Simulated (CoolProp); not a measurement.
A Linde-Hampson liquefier for ethane: isothermal reversible compression at 320 K from 1 atm to 10 MPa, throttling to 1 atm, return gas leaving the recuperator 5 K below the feed. Each further row changes one setting.

Values from CoolProp's reference Helmholtz-energy equation of state, Bücker 2006.

```csv
case,liquid yield per pass,compression work (kJ/kg of gas)
as stated,[?],338
high pressure 20 MPa,[?],[?]
warm-end temperature 350 K,[?],[?]
warm-end gap 10 K,[?],338
```

Problem. Fill in the missing entries.

Solution. 
- as stated, liquid yield per pass: 0.426
- high pressure 20 MPa, liquid yield per pass: 0.458
- high pressure 20 MPa, compression work (kJ/kg of gas): 366
- warm-end temperature 350 K, liquid yield per pass: 0.279
- warm-end temperature 350 K, compression work (kJ/kg of gas): 395
- warm-end gap 10 K, liquid yield per pass: 0.418
